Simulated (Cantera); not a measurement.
An isothermal, constant-pressure homogeneous reactor starts with C₂H₆ : N₂ = 1 : 61 (molar parts), at 2000 K and 760 Torr.

Computed with Cantera and GRI-Mech 3.0 (53 species, 325 reactions). GRI-Mech 3.0 stops at C3 and has no aromatics, soot or wall deposition, so with more carbon than oxygen in the feed, carbon stays in small species such as C2H2 where larger ones or solid carbon would form.

One state of this run: x C₂H₆ = 2.20e-9; x C₂H₂ = 0.0155; x C₂H = 2.65e-6; x H₂ = 0.0310; x CH₄ = 7.75e-5; x HCN = 0.000144; x CH₃ = 1.39e-5. x: mole fraction; the columns are a selection and need not sum to one.

Task: Which value of t (s) does it belong to?
A. 0.000609
B. 9.03
C. 30.0
D. 0.0223

Result: D, 0.0223
